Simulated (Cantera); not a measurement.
A Cantera script and what it prints.

```python
import numpy as np
import cantera as ct

gas_names = """
    C CN CO CO2 C2 CCN CNC C2N2 C2O C3 C3O2 C4 C4N2 C5 N NCO NO NO2 NO3 N2 N2O O O2 O3 Si SiC SiC2 SiN
    SiO SiO2 Si2 Si2C Si2N Si3
""".split()
cond_names = """
    C(gr) Si(cr) Si(L) SiC(b) SiO2(Lqz) SiO2(hqz) SiO2(L) Si2N2O(s) Si3N4(a)
""".split()


# ... load() reads the species with a 1 bar reference pressure and builds the phases ...
atoms = {
    'SiO2': {'Si': 1, 'O': 2},
    'C': {'C': 1},
    'N2': {'N': 2},
}
top_T = {'C(gr)': 4500, 'SiC(b)': 3050, 'Si2N2O(s)': 2100, 'Si3N4(a)': 2400}  # K; cautious upper limits of use, not melting points


# ... equilibrate(T, P, feed) seeds the gas with the atoms and calls Mixture.equilibrate('TP', solver="vcs", rtol=1e-11, max_steps=5000) ...
results = []
feed = {'SiO2': 1, 'C': 2.9, 'N2': 2.3}  # mol
P = 95  # Pa
for T in [1025, 1175, 1325, 1475, 1625, 1775, 1925, 2075, 2225, 2375, 2525]:
    mix = equilibrate(T, P, feed)
    results.append((T, P, feed, dict(zip(mix.species_names, mix.species_moles))))

top = {s: max(r[3][s] / sum(r[3][g] for g in gas_names) for r in results) for s in gas_names}
cols = sorted((s for s in top if top[s] > 0.001), key=lambda s: -top[s])[:7]
seen = [c for c in cond_names if any(r[3].get(c, 0) > 1e-12 for r in results)]
print("log10 of partial pressures in bar; condensed amounts in mol")
print(f"{'T/K':>10s}" + "".join(f"{s[:9]:>10s}" for s in cols + seen))
for T, P, feed, n in results:
    ng = sum(n[g] for g in gas_names)
    print(f"{T:10.4g}" + "".join(f"{np.log10(max(n[s] / ng * P / 1e5, 1e-99)):10.3f}" for s in cols)
          + "".join(f"{n.get(c, 0):10.4g}" for c in seen))
```

Result:

```
log10 of partial pressures in bar; condensed amounts in mol
       T/K        N2        CO        Si      SiC2       SiO      Si2C        CN     C(gr)    SiC(b) SiO2(hqz) Si2N2O(s)
      1025    -3.051    -4.212   -23.105   -28.482   -12.803   -32.958   -18.641     2.745         0    0.8966   0.05172
      1175    -3.286    -3.365   -17.812   -22.126    -9.531   -24.768   -15.901       1.4         0         0       0.5
      1325    -3.286    -3.365   -13.494   -16.991    -7.429   -17.988   -13.695       1.4         0         0    0.4999
      1475    -3.294    -3.357   -10.183   -13.511    -5.636   -13.087   -12.183         0    0.9368         0   0.02644
      1625    -3.294    -3.366    -8.276   -11.514    -4.957   -10.701   -10.972         0      0.95         0         0
      1775    -3.294    -3.366    -6.980    -9.575    -4.959    -9.013    -9.681         0    0.9498         0         0
      1925    -3.295    -3.366    -5.900    -7.933    -4.983    -7.605    -8.583         0    0.9469         0         0
      2075    -3.298    -3.366    -5.064    -6.446    -5.179    -6.494    -7.560         0    0.9254         0         0
      2225    -3.324    -3.391    -4.266    -5.242    -5.219    -5.461    -6.765    0.2119    0.6441         0         0
      2375    -3.381    -3.445    -3.855    -4.607    -5.509    -5.197    -6.152    0.6032         0         0         0
      2525    -3.386    -3.446    -3.866    -4.421    -6.089    -5.710    -5.591    0.4412         0         0         0
```

Equilibrium computed with Cantera from the NASA thermochemical tables; the gas is ideal and each condensed phase is pure. N2 is the only nitrogen source here; it is nearly inert below about 1500 K, so the nitride shown seldom forms there in practice. Mutual solubility and eutectic melting of coexisting phases are not modelled. The tables' values for SiN are old estimates; treat these amounts as uncertain.
